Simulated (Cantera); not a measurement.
Charge: 1 mol CsOH, a varied amount of H2, at 1850 °C and 330 Pa.

Cantera equilibrium calculation (NASA polynomials, part measured and part estimated; ideal gas, pure solids and liquids). Candidate condensed phases: Cs, CsOH, H2O; 15 gas species. Equilibrium is a limit: real reactors are often held back by kinetics, nucleation or transport.

x: gas mole fraction; nothing condenses.

```
n(H2) (mol)   x Cs    x H2  x H2O  x CsOH      x O2      x H     x OH
-----------  -----  ------  -----  ------  --------  -------  -------
0.09         0.426  0.0108  0.247   0.206    0.0763  0.00650   0.0184
0.13         0.421     [?]  0.267   0.202       [?]  0.00704   0.0183
0.18         0.415  0.0156  0.290   0.196    0.0506  0.00780   0.0180
0.24         0.410     [?]    [?]   0.186       [?]      [?]   0.0172
0.34         0.406  0.0319  0.352   0.162    0.0177   0.0112   0.0152
0.47         0.402  0.0596  0.377   0.126   0.00583   0.0153   0.0119
0.66         0.388   0.117  0.376  0.0865   0.00150   0.0214  0.00849
0.92         0.360   0.195  0.352  0.0581  0.000473   0.0276  0.00616
1.3          0.319   0.290  0.314  0.0377  0.000170   0.0337  0.00450
1.8          0.276   0.385  0.272  0.0245   7.26e-5   0.0388  0.00339
```

Question: What belongs in the gaps?

Answer: 
- 0.24, x H2: 0.0201
- 0.24, x H2O: 0.316
- 0.24, x O2: 0.0361
- 0.24, x H: 0.00885
- 0.13, x H2: 0.0127
- 0.13, x O2: 0.0643
